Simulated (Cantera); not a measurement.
Cantera run, input and output.

```python
import numpy as np
import cantera as ct

gas = ct.Solution("gri30.yaml")
gas.TPX = 1175, 13332, {'CO': 0.02, 'O2': 0.006, 'H2O': 0.0071, 'N2': 1}
reactor = ct.IdealGasConstPressureReactor(gas, energy="off", clone=False)
net = ct.ReactorNet([reactor])
net.rtol, net.atol = 1e-08, 1e-18
show = ['CO', 'O2', 'H2O', 'H2O2', 'O', 'N2O']
times = np.geomspace(5e-06, 1, 11)

steps = ct.SolutionArray(gas, extra=["t"])
rows = []
print(f"{'t/s':>10s}{'T/K':>9s}{'P/Pa':>11s}" + "".join(f"{s:>11s}" for s in show))
for t in times:
    while net.time < t:
        t_next = net.step()
        steps.append(gas.state, t=t_next)
    rows.append([np.interp(t, steps.t, y) for y in (steps.T, steps.P, *steps(*show).X.T)])
    print(f"{t:10.3e}{rows[-1][0]:9.1f}{rows[-1][1]:11.4g}" + "".join(f"{x:11.3e}" for x in rows[-1][2:]))
rate = np.gradient(steps.T, steps.t)
print("integrator steps:", len(steps.t))
if steps.T.max() > steps.T[0] + 200:
    print(f"time of steepest temperature rise: {steps.t[rate.argmax()]:.4e} s")
gas.TPX = 1175, 13332, {'CO': 0.02, 'O2': 0.006, 'H2O': 0.0071, 'N2': 1}
gas.equilibrate("TP")
print(f"equilibrium (TP): T = {gas.T:.1f} K  " + "  ".join(f"{s} {gas[s].X[0]:.3e}" for s in show))
```

Output:

```
       t/s      T/K       P/Pa         CO         O2        H2O       H2O2          O        N2O
 5.000e-06   1175.0  1.333e+04  1.936e-02  5.808e-03  6.873e-03  1.897e-21  2.466e-12  2.920e-19
 1.695e-05   1175.0  1.333e+04  1.936e-02  5.808e-03  6.873e-03  2.173e-20  8.352e-12  1.364e-18
 5.743e-05   1175.0  1.333e+04  1.936e-02  5.808e-03  6.873e-03  2.442e-19  2.823e-11  8.833e-18
 1.947e-04   1175.0  1.333e+04  1.936e-02  5.808e-03  6.873e-03  2.721e-18  9.486e-11  7.783e-17
 6.598e-04   1175.0  1.333e+04  1.936e-02  5.808e-03  6.873e-03  3.104e-17  3.154e-10  8.047e-16
 2.236e-03   1175.0  1.333e+04  1.936e-02  5.808e-03  6.873e-03  6.611e-16  1.144e-09  9.108e-15
 7.579e-03   1175.0  1.333e+04  1.936e-02  5.808e-03  6.873e-03  4.953e-14  1.265e-08  2.038e-13
 2.569e-02   1175.0  1.333e+04  1.930e-02  5.771e-03  6.860e-03  3.708e-10  2.658e-05  4.728e-10
 8.706e-02   1175.0  1.333e+04  6.013e-03  3.998e-04  4.035e-03  3.693e-09  2.258e-04  3.197e-09
 2.951e-01   1175.0  1.333e+04  5.783e-03  1.294e-05  4.854e-03  6.778e-10  8.311e-06  4.844e-10
 1.000e+00   1175.0  1.333e+04  5.943e-03  6.912e-07  5.059e-03  1.220e-10  4.540e-07  1.211e-10
integrator steps: 1231
equilibrium (TP): T = 1175.0 K  CO 6.003e-03  O2 3.500e-15  H2O 5.127e-03  H2O2 2.111e-18  O 2.381e-15  N2O 6.708e-16
```

Detailed kinetics in Cantera: GRI-Mech 3.0 (53 species, 325 reactions).
